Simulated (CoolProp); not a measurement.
A simple Rankine cycle with propylene: condensing at 290.15 K, boiler at 2.78 MPa, turbine inlet 377.8 K, turbine efficiency 0.6, pump efficiency 0.6, no recuperator. Each further row changes one setting.

Computed with CoolProp (reference Helmholtz-energy equation of state, Lemmon 2013).

```csv
case,thermal efficiency (%),net work (kJ/kg),heat in (kJ/kg),turbine exit temperature (K),volume ratio over the turbine
as stated,6.8,31.9,468,?,3.04
turbine inlet 397.8 K,6.9,35.6,512,359.6,2.99
condensing temperature 282.15 K,7.9,38.8,488,?,3.76
boiler pressure 1.95 MPa,5.0,24.3,489,353.1,?
turbine efficiency 0.5,?,25.6,468,340.9,3.08
```

Some entries are withheld; supply them.


- as stated, turbine exit temperature (K): 337.5
- condensing temperature 282.15 K, turbine exit temperature (K): 331.0
- boiler pressure 1.95 MPa, volume ratio over the turbine: 2.07
- turbine efficiency 0.5, thermal efficiency (%): 5.5
